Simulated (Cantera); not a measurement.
Cantera run, input and output.

```python
import numpy as np
import cantera as ct

gas = ct.Solution("gri30.yaml")


def delay(T, t_max=10):
    gas.TPX = T, 100000, {'CH4': 1, 'O2': 2.33, 'N2': 12.3}
    reactor = ct.IdealGasConstPressureReactor(gas, clone=False)
    net = ct.ReactorNet([reactor])
    net.rtol, net.atol = 1e-8, 1e-16
    while net.time < t_max:
        t_old, T_old = net.time, reactor.T
        net.step()
        if reactor.T > T + 400:  # ignition: a rise of 400 K
            return t_old + (T + 400 - T_old) / (reactor.T - T_old) * (net.time - t_old)
    return np.nan


taus = []
for T in [1223, 1323, 1423, 1523, 1623, 1723]:
    taus.append(delay(T))
    print(f"T0 = {T:6g} K   tau = {taus[-1]:.4e} s")
```

It prints:

```
T0 =   1223 K   tau = 4.2157e-02 s
T0 =   1323 K   tau = 1.1122e-02 s
T0 =   1423 K   tau = 3.3480e-03 s
T0 =   1523 K   tau = 1.1677e-03 s
T0 =   1623 K   tau = 4.7756e-04 s
T0 =   1723 K   tau = 2.2528e-04 s
```

Model: GRI-Mech 3.0 (53 species, 325 reactions), integrated in Cantera.
